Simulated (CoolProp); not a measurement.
Vapour-liquid equilibrium of neopentane (1) + n-pentane (2) at 0.24 MPa; x and y are mole fractions of (1).

Model: multi-fluid Helmholtz-energy mixture model, Lemmon 2006 and Thol 2019; pair parameters Bell 2016, in CoolProp.

```
x     bubble temperature (K)  y at the bubble point  dew temperature at overall composition x (K)  liquid density (mol/L)
----  ----------------------  ---------------------  --------------------------------------------  ----------------------
0.05                   335.1                  0.096                                         336.1                   8.043
0.2                    329.7                  0.340                                         332.9                   8.041
0.35                   324.9                  0.529                                         329.5                   8.031
0.5                    320.6                  0.678                                         325.7                   8.015
0.65                   316.8                  0.797                                         321.5                   7.993
0.8                    313.3                  0.895                                         316.7                   7.968
0.95                   310.1                  0.976                                         311.1                   7.939
```

No azeotrope shows between x = 0.05 and 0.95.

The pair parameters rest on a limited set of measurements; away from them the model extrapolates.
